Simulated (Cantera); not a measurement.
Feed: 1 mol c-C4F8, 0.4 mol HCl, 3.3 mol H2, equilibrated at 2198.15 K and 10.0 mbar.

Cantera equilibrium calculation (NASA polynomials, part measured and part estimated; ideal gas, pure solids and liquids). Candidate condensed phases: C, C6H6, C7H8, C8H18; 118 gas species. The feed counts by its element totals alone. Gases not in the tables: C2F6 and larger saturated fluorocarbons. Rates play no part.

### Question
What is the equilibrium state?

### Answer
```
Quantity            Value
--------------  ---------
x(HF)               0.867
x(F)               0.0490
x(Cl)              0.0485
x(CF2)             0.0298
x(CF4)            0.00364
x(HCl)            0.00101
x(CF)            0.000551
x(CF3)           0.000459
x(H)              4.71e-5
n(C(graphite))   3.72 mol
gas amount      8.064 mol
```
